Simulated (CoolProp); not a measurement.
Properties of nitrogen along the isotherm -36.65 °C.

The numbers come from the reference Helmholtz-energy equation of state, Span 2000 in CoolProp.

| p (MPa) | phase | cv (kJ/(kg K)) | speed of sound (m/s) | isothermal compressibility (1/MPa) | viscosity (µPa s) |
|---|---|---|---|---|---|
| 0.0268 | gas | 0.7425 | 313.5 | 37.32 | 14.8 |
| 0.0453 | gas | 0.7426 | 313.5 | 22.09 | 14.8 |
| 0.0765 | gas | 0.7427 | 313.5 | 13.08 | 14.8 |
| 0.129 | gas | 0.7429 | 313.5 | 7.762 | 14.8 |
| 0.218 | gas | 0.7434 | 313.5 | 4.598 | 14.8 |
| 0.367 | gas | 0.7441 | 313.5 | 2.735 | 14.9 |
| 0.62 | gas | 0.7452 | 313.6 | 1.623 | 14.9 |
| 1.05 | gas | 0.7472 | 313.7 | 0.9623 | 15.0 |
| 1.77 | gas | 0.7505 | 314.1 | 0.5744 | 15.2 |
| 2.98 | gas | 0.7559 | 315.3 | 0.3442 | 15.5 |
| 5.03 | supercritical | 0.7647 | 318.8 | 0.2056 | 16.1 |
| 8.49 | supercritical | 0.7779 | 329.3 | 0.1207 | 17.4 |

Viscosity comes from a separate model (Lemmon 2004).
